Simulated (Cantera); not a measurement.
A closed system holds: 1 mol borazine, 0.087 mol O₂, a varied amount of H₂, at 1523 K and 16.0 Pa.

Cantera equilibrium calculation (NASA polynomials, part measured and part estimated; ideal gas, pure solids and liquids). Candidate condensed phases: B, BN, B₂O₃, B₃O₃H₃, H₂O; 39 gas species. The feed counts by its element totals alone. Equilibrium is a limit: real reactors are often held back by kinetics, nucleation or transport.

Question: At 0.38 mol H₂, list the 7 most abundant gas species with their mole fractions, and the condensed phases.

Answer: H₂ 0.937, HBO 0.0278, N₂ 0.0229, B₂O₂ 0.00576, B₂O₃ 0.00206, H 0.00177, BO 0.00132. Condensed: BN(s).
